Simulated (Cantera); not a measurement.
Standard-state values (1 bar) from the NASA 1993 polynomials, evaluated with Cantera. Values are per mole of reaction as written; species without (g) are pure solids or liquids, kept so even where they would boil at 1 bar.

1.143 Ti + O2(g) = 0.2857 Ti4O7, with ΔH° = -972.7 kJ and ΔS° = -183.5 J/K at 300 K.

### Question
How far is the shortcut ΔG° ≈ ΔH°(300 K) − T·ΔS°(300 K) from the full temperature-dependent value at 1098, 1148, 1198, 1248, 1298, 1348, 1398, 1448, 1498, 1548, 1598 K?

### Answer
```json
[
 {"T (K)": "1098", "shortcut (kJ)": "-771.3", "full (kJ)": "-777.2", "difference (kJ)": "5.9", "difference in log10 K": "-0.28", "condensed phases": "Ti(α), Ti4O7(s)"},
 {"T (K)": "1148", "shortcut (kJ)": "-762.1", "full (kJ)": "-768.7", "difference (kJ)": "6.6", "difference in log10 K": "-0.30", "condensed phases": "Ti(α), Ti4O7(s)"},
 {"T (K)": "1198", "shortcut (kJ)": "-753.0", "full (kJ)": "-760.1", "difference (kJ)": "7.1", "difference in log10 K": "-0.31", "condensed phases": "Ti(β), Ti4O7(s)"},
 {"T (K)": "1248", "shortcut (kJ)": "-743.8", "full (kJ)": "-751.4", "difference (kJ)": "7.7", "difference in log10 K": "-0.32", "condensed phases": "Ti(β), Ti4O7(s)"},
 {"T (K)": "1298", "shortcut (kJ)": "-734.6", "full (kJ)": "-742.8", "difference (kJ)": "8.2", "difference in log10 K": "-0.33", "condensed phases": "Ti(β), Ti4O7(s)"},
 {"T (K)": "1348", "shortcut (kJ)": "-725.4", "full (kJ)": "-734.3", "difference (kJ)": "8.8", "difference in log10 K": "-0.34", "condensed phases": "Ti(β), Ti4O7(s)"},
 {"T (K)": "1398", "shortcut (kJ)": "-716.3", "full (kJ)": "-725.7", "difference (kJ)": "9.5", "difference in log10 K": "-0.35", "condensed phases": "Ti(β), Ti4O7(s)"},
 {"T (K)": "1448", "shortcut (kJ)": "-707.1", "full (kJ)": "-717.2", "difference (kJ)": "10.1", "difference in log10 K": "-0.37", "condensed phases": "Ti(β), Ti4O7(s)"},
 {"T (K)": "1498", "shortcut (kJ)": "-697.9", "full (kJ)": "-708.8", "difference (kJ)": "10.8", "difference in log10 K": "-0.38", "condensed phases": "Ti(β), Ti4O7(s)"},
 {"T (K)": "1548", "shortcut (kJ)": "-688.7", "full (kJ)": "-700.3", "difference (kJ)": "11.5", "difference in log10 K": "-0.39", "condensed phases": "Ti(β), Ti4O7(s)"},
 {"T (K)": "1598", "shortcut (kJ)": "-679.6", "full (kJ)": "-691.9", "difference (kJ)": "12.3", "difference in log10 K": "-0.40", "condensed phases": "Ti(β), Ti4O7(s)"}
]
```
The shortcut ignores heat capacities and the phase changes listed.
